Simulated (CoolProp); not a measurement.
Vapour-liquid equilibrium of CH2F2 (R32) (1) + methanol (2) at 12.65 °C; x and y are mole fractions of (1).

Model: multi-fluid Helmholtz-energy mixture model, Tillner-Roth 1997 and de Reuck 1993; pair parameters Bell 2016, in CoolProp.

| x | bubble pressure (MPa) | y at the bubble point | dew pressure at overall composition x (MPa) | liquid density (mol/L) |
|---|---|---|---|---|
| 0.05 | 0.1938 | 0.955 | 0.009125 | 24.77 |
| 0.2 | 0.5952 | 0.985 | 0.01082 | 24.32 |
| 0.35 | 0.8010 | 0.989 | 0.01330 | 23.75 |
| 0.5 | 0.8900 | 0.990 | 0.01728 | 23.05 |
| 0.65 | 0.9390 | 0.991 | 0.02469 | 22.20 |
| 0.8 | 1.004 | 0.993 | 0.04325 | 21.16 |
| 0.95 | 1.132 | 0.997 | 0.1747 | 19.90 |

No azeotrope shows between x = 0.05 and 0.95.

Pair parameters are fitted to limited data, so mixtures are less certain than the pure fluids. The gap from Raoult's law changes sign with composition, which may be real or a fault of the pair parameters; it wasn't checked against measurements. With so large a gap from Raoult's law the liquid may split in two, which this calculation doesn't test in full.
